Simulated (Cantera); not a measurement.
A freely propagating, adiabatic, planar premixed flame of H₂ : O₂ : N₂ = 1 : 0.98 : 3.14 (molar parts), unburnt at 448 K and 5.00 bar; mixture-averaged transport, grid criteria slope 0.08 and curve 0.16, no radiation.

Cantera simulation using the H2/O2 subset of GRI-Mech 3.0, which has no nitrogen chemistry; the numbers are that mechanism's predictions, not measurements. The hydrogen kinetics of GRI-Mech 3.0 are dated; newer H2 mechanisms differ, most at raised pressure. Burning velocities carry a grid error of a few per cent, more on coarse grids. Lean hydrogen flames are cellular in practice and burn faster than this planar one.

Question: What does this change do: 0.12 parts H2O added?

Answer: 
```
quantity                     before      after
------------------------  ---------  ---------
laminar burning velocity  85.4 cm/s  69.3 cm/s
thermal thickness         0.0757 mm  0.0852 mm
peak x(H₂O₂)               0.000210   0.000245
peak x(H)                   0.00196    0.00141
peak x(O)                   0.00264    0.00193
```

Question: What does this change do: inlet temperature 448 to 700 K?

Answer: 
```
quantity                     before      after
------------------------  ---------  ---------
laminar burning velocity  85.4 cm/s   399 cm/s
thermal thickness         0.0757 mm  0.0587 mm
peak x(H₂O₂)               0.000210    9.60e-5
peak x(H)                   0.00196    0.00722
peak x(O)                   0.00264    0.00725
```
